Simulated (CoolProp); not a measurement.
Properties of octamethyltrisiloxane (MDM) along the isotherm 453.5 K.

Model: reference Helmholtz-energy equation of state, Thol 2017, in CoolProp.

```json
[
 {"p (bar)": "0.227", "phase": "gas", "density (kg/m³)": "1.442", "cp (kJ/(kg K))": "1.823", "isothermal compressibility (1/MPa)": "44.61"},
 {"p (bar)": "0.343", "phase": "gas", "density (kg/m³)": "2.193", "cp (kJ/(kg K))": "1.825", "isothermal compressibility (1/MPa)": "29.72"},
 {"p (bar)": "0.517", "phase": "gas", "density (kg/m³)": "3.338", "cp (kJ/(kg K))": "1.829", "isothermal compressibility (1/MPa)": "19.93"},
 {"p (bar)": "0.78", "phase": "gas", "density (kg/m³)": "5.116", "cp (kJ/(kg K))": "1.835", "isothermal compressibility (1/MPa)": "13.43"},
 {"p (bar)": "1.18", "phase": "gas", "density (kg/m³)": "7.939", "cp (kJ/(kg K))": "1.846", "isothermal compressibility (1/MPa)": "9.136"},
 {"p (bar)": "1.78", "phase": "gas", "density (kg/m³)": "12.49", "cp (kJ/(kg K))": "1.865", "isothermal compressibility (1/MPa)": "6.375"},
 {"p (bar)": "2.68", "phase": "liquid", "density (kg/m³)": "638.8", "cp (kJ/(kg K))": "2.193", "isothermal compressibility (1/MPa)": "0.01043"},
 {"p (bar)": "4.04", "phase": "liquid", "density (kg/m³)": "639.7", "cp (kJ/(kg K))": "2.191", "isothermal compressibility (1/MPa)": "0.01026"},
 {"p (bar)": "6.1", "phase": "liquid", "density (kg/m³)": "641.0", "cp (kJ/(kg K))": "2.189", "isothermal compressibility (1/MPa)": "0.009999"},
 {"p (bar)": "9.2", "phase": "liquid", "density (kg/m³)": "643.0", "cp (kJ/(kg K))": "2.184", "isothermal compressibility (1/MPa)": "0.009639"},
 {"p (bar)": "13.9", "phase": "liquid", "density (kg/m³)": "645.8", "cp (kJ/(kg K))": "2.179", "isothermal compressibility (1/MPa)": "0.009144"},
 {"p (bar)": "20.9", "phase": "liquid", "density (kg/m³)": "649.8", "cp (kJ/(kg K))": "2.171", "isothermal compressibility (1/MPa)": "0.008505"},
 {"p (bar)": "31.6", "phase": "liquid", "density (kg/m³)": "655.5", "cp (kJ/(kg K))": "2.162", "isothermal compressibility (1/MPa)": "0.007699"},
 {"p (bar)": "47.6", "phase": "liquid", "density (kg/m³)": "663.1", "cp (kJ/(kg K))": "2.150", "isothermal compressibility (1/MPa)": "0.006766"},
 {"p (bar)": "71.9", "phase": "liquid", "density (kg/m³)": "673.2", "cp (kJ/(kg K))": "2.137", "isothermal compressibility (1/MPa)": "0.005743"}
]
```
